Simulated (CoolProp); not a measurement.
Neopentane along the isobar 0.983 MPa: density (kg/m³) from the reference equation and from simpler models built on Tc = 433.7 K, pc = 3.196 MPa, ω = 0.196; each cubic takes its own stable root.

Computed with CoolProp (reference Helmholtz-energy equation of state, Lemmon 2006). It is a short technical equation, of lower accuracy than the large ones.

```json
[
 {"T (K)": "365.3", "phase": "liquid", "reference": "497.4"},
 {"T (K)": "380.7", "phase": "gas", "reference": "27.56"},
 {"T (K)": "396.1", "phase": "gas", "reference": "25.61"},
 {"T (K)": "411.5", "phase": "gas", "reference": "24.03"},
 {"T (K)": "426.9", "phase": "gas", "reference": "22.70"},
 {"T (K)": "442.3", "phase": "gas", "reference": "21.55"},
 {"T (K)": "457.7", "phase": "gas", "reference": "20.54"},
 {"T (K)": "473", "phase": "gas", "reference": "19.65"},
 {"T (K)": "488.4", "phase": "gas", "reference": "18.85"},
 {"T (K)": "503.8", "phase": "gas", "reference": "18.12"},
 {"T (K)": "519.2", "phase": "gas", "reference": "17.46"},
 {"T (K)": "534.6", "phase": "gas", "reference": "16.85"},
 {"T (K)": "550", "phase": "gas", "reference": "16.29"}
]
```

How far does each simpler model (van der Waals, Peng-Robinson) lie from the reference over these 13 states: mean and median of the absolute difference, and the worst?


- van der Waals: mean 8.5 %, median 0.7 %, worst -94.4 % at 365.3 K and 0.983 MPa
- Peng-Robinson: mean 1.2 %, median 1.1 %, worst +2.8 % at 365.3 K and 0.983 MPa

At some of these states van der Waals gives the other phase, because its saturation line lies elsewhere.
